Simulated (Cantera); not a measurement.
## Thermodynamics of fluorocarbon and chlorocarbon gases, feed CF₄ + H₂

Feed: 1 mol CF₄, 1.6 mol H₂, at 10.0 mbar.

Equilibrium computed with Cantera from the NASA thermochemical tables; the gas is ideal and each condensed phase is pure. Candidate condensed phases: C, C₆H₆, C₇H₈, C₈H₁₈; 110 gas species. Ions and electrons are included (thermal ionisation). Gases not in the tables: C₂F₆ and larger saturated fluorocarbons. Rates play no part.

From 2000 K to 3000 K the condensed part is C(graphite). From 3500 K to 5000 K nothing is condensed. The main C-bearing gas is CF₄ at 2000 K and C at 5000 K.

```json
[
 {"T (K)": "2000", "log p HF": "-2.04", "log p F": "-3.79", "log p H": "-7.21", "log p C": "-10.52", "log p CF₄": "-3.38", "log p C₃": "-10.56", "log p CF₂": "-3.64", "log p CF": "-6.13", "log p C₂": "-11.63", "n C(graphite)": "0.774"},
 {"T (K)": "2500", "log p HF": "-2.09", "log p F": "-2.83", "log p H": "-5.14", "log p C": "-6.78", "log p CF₄": "-6.14", "log p C₃": "-6.30", "log p CF₂": "-3.60", "log p CF": "-4.31", "log p C₂": "-7.34", "n C(graphite)": "0.880"},
 {"T (K)": "3000", "log p HF": "-2.17", "log p F": "-2.69", "log p H": "-3.30", "log p C": "-4.30", "log p CF₄": "-10.00", "log p C₃": "-3.51", "log p CF₂": "-4.59", "log p CF": "-3.62", "log p C₂": "-4.50", "n C(graphite)": "0.402"},
 {"T (K)": "3500", "log p HF": "-2.64", "log p F": "-2.41", "log p H": "-2.56", "log p C": "-3.25", "log p CF₄": "-12.80", "log p C₃": "-3.72", "log p CF₂": "-5.69", "log p CF": "-3.69", "log p C₂": "-3.94", "n C(graphite)": "0"},
 {"T (K)": "4000", "log p HF": "-3.54", "log p F": "-2.32", "log p H": "-2.43", "log p C": "-2.94", "log p CF₄": "<-14", "log p C₃": "-5.29", "log p CF₂": "-7.23", "log p CF": "-4.34", "log p C₂": "-4.46", "n C(graphite)": "0"},
 {"T (K)": "4500", "log p HF": "-4.39", "log p F": "-2.31", "log p H": "-2.41", "log p C": "-2.92", "log p CF₄": "<-14", "log p C₃": "-7.16", "log p CF₂": "-8.76", "log p CF": "-5.12", "log p C₂": "-5.30", "n C(graphite)": "0"},
 {"T (K)": "5000", "log p HF": "-5.08", "log p F": "-2.31", "log p H": "-2.41", "log p C": "-2.92", "log p CF₄": "<-14", "log p C₃": "-8.71", "log p CF₂": "-10.01", "log p CF": "-5.77", "log p C₂": "-6.01", "n C(graphite)": "0"}
]
```
log p: log10 of the partial pressure in bar; n: condensed amount in mol.
